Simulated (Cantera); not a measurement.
Transport properties of process gases

Gas mixture: C2H2 : C2H6 : H2 = 0.84 : 0.82 : 0.33 (molar parts), at 0.578 Torr, frozen composition.

Cantera's kinetic-theory transport with the Lennard-Jones parameters of GRI-Mech 3.0, ideal gas; thermal conductivity in the mixture-averaged form. The composition is frozen, though it would react at the higher temperatures.

| T (K) | ρ (kg/m³) | cp (J/kg/K) | μ (µPa s) | λ (mW/m/K) | Pr | D (cm²/s) CH4 | D (cm²/s) N2 | D (cm²/s) OH |
|---|---|---|---|---|---|---|---|---|
| 400 | 0.000549 | 2231 | 13.1 | 54.6 | 0.537 | 428 | 401 | 599 |
| 550 | 0.000399 | 2665 | 17.1 | 78.9 | 0.579 | 756 | 702 | 1040 |
| 700 | 0.000314 | 3018 | 20.7 | 103 | 0.606 | 1150 | 1060 | 1580 |
| 850 | 0.000258 | 3300 | 23.9 | 127 | 0.622 | 1610 | 1480 | 2190 |
| 1000 | 0.000220 | 3551 | 26.9 | 150 | 0.635 | 2120 | 1950 | 2880 |
| 1150 | 0.000191 | 3756 | 29.6 | 173 | 0.644 | 2690 | 2460 | 3640 |
| 1300 | 0.000169 | 3928 | 32.2 | 195 | 0.649 | 3300 | 3030 | 4470 |
| 1450 | 0.000151 | 4072 | 34.7 | 216 | 0.652 | 3970 | 3630 | 5360 |
D: mixture-averaged diffusion coefficient of that species in the mixture.
